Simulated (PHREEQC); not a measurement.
Dissolve 0.24 mol/kgw HF and 0.0015 mol/kgw CsF at 30 °C. Closed to the air; pH follows from the charge balance.

Model: ion-association model, wateq4f.dat, run in PHREEQC.

```
quantity                   before     after
------------------------  -------  --------
pH                           1.96      7.18
ionic strength (mol/kgw)   0.0136   0.00150
HF (mol/kgw)                0.139   1.57e-7
F- (mol/kgw)              0.00876   0.00150
HF2- (mol/kgw)            0.00486  9.36e-10
```

Task: What was changed between the two runs?
A) HF from 0.24 to 0.264 mol/kgw
B) CsF from 0.0015 to 0.00165 mol/kgw
C) HF left out

Result: C, HF left out

Precipitation was switched off in this run. wateq4f.dat counts part of the HF as a dimer, H2F2, which phreeqc.dat doesn't know; its constant is uncertain.
